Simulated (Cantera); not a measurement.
Cantera run, input and output.

```python
import numpy as np
import cantera as ct

gas = ct.Solution("h2o2.yaml")
gas.TPX = 648, 13332, {'H2': 1, 'O2': 0.227, 'N2': 0.591}
flame = ct.FreeFlame(gas, width=0.16)
flame.set_refine_criteria(ratio=3, slope=0.08, curve=0.16)
flame.transport_model = "mixture-averaged"
flame.solve(loglevel=0, auto=True)
z, T = flame.grid, flame.T
thick = (T[-1] - T[0]) / np.gradient(T, z).max()
show = ['H2', 'O2', 'HO2', 'H2O2', 'H', 'O']
print(f"laminar burning velocity  {flame.velocity[0] * 100:.3f} cm/s")
print(f"burnt temperature         {T[-1]:.1f} K")
print(f"thermal thickness         {thick * 1e3:.4f} mm")
print(f"grid points               {len(z)}")
z0 = z[flame.heat_release_rate.argmax()]
print(f"{'z/mm':>9s}{'T/K':>9s}{'u/(m/s)':>9s}" + "".join(f"{s:>11s}" for s in show))
rows = []
for k in (-3, -2, -1.5, -1, -0.5, -0.25, 0, 0.25, 0.5, 1, 2, 4, 8):
    zz = z0 + k * thick
    rows.append([k * thick, np.interp(zz, z, T), np.interp(zz, z, flame.velocity),
                 *(np.interp(zz, z, flame.X[gas.species_index(s)]) for s in show)])
    print(f"{rows[-1][0] * 1e3:9.3f}{rows[-1][1]:9.1f}{rows[-1][2]:9.3f}" + "".join(f"{x:11.3e}" for x in rows[-1][3:]))
```

It prints:

```
laminar burning velocity  940.778 cm/s
burnt temperature         2381.7 K
thermal thickness         5.9086 mm
grid points               135
     z/mm      T/K  u/(m/s)         H2         O2        HO2       H2O2          H          O
  -17.726    648.0    9.408  5.501e-01  1.249e-01  2.191e-12  3.580e-14  8.624e-14  1.062e-15
  -11.817    648.0    9.408  5.501e-01  1.249e-01  1.085e-10  3.849e-14  5.345e-11  5.594e-13
   -8.863    648.0    9.408  5.501e-01  1.249e-01  8.342e-09  2.267e-13  5.955e-09  5.889e-11
   -5.909    648.0    9.408  5.501e-01  1.249e-01  8.141e-07  1.105e-10  1.080e-06  9.080e-09
   -2.954    657.2    9.530  5.483e-01  1.247e-01  3.810e-05  1.856e-07  8.235e-04  1.179e-05
   -1.477    765.8   10.980  5.220e-01  1.213e-01  2.752e-05  1.820e-07  1.544e-02  3.265e-04
    0.000   1131.1   15.830  3.536e-01  6.574e-02  1.129e-05  2.641e-07  1.107e-01  5.340e-03
    1.477   1376.6   19.148  2.411e-01  5.323e-03  9.157e-07  1.537e-07  1.634e-01  3.217e-03
    2.954   1466.0   20.270  2.405e-01  1.373e-03  2.191e-07  1.378e-07  1.569e-01  2.458e-03
    5.909   1575.0   21.604  2.510e-01  1.135e-03  1.628e-07  1.244e-07  1.413e-01  2.453e-03
   11.817   1705.4   23.159  2.640e-01  1.002e-03  1.306e-07  8.967e-08  1.221e-01  2.297e-03
   23.634   1847.5   24.808  2.777e-01  7.951e-04  9.922e-08  5.313e-08  1.012e-01  1.930e-03
   47.269   1991.5   26.427  2.912e-01  5.617e-04  7.346e-08  2.860e-08  8.004e-02  1.433e-03
```

Model: the H2/O2 subset of GRI-Mech 3.0, which has no nitrogen chemistry, integrated in Cantera. Burning velocities carry a grid error of a few per cent, more on coarse grids.
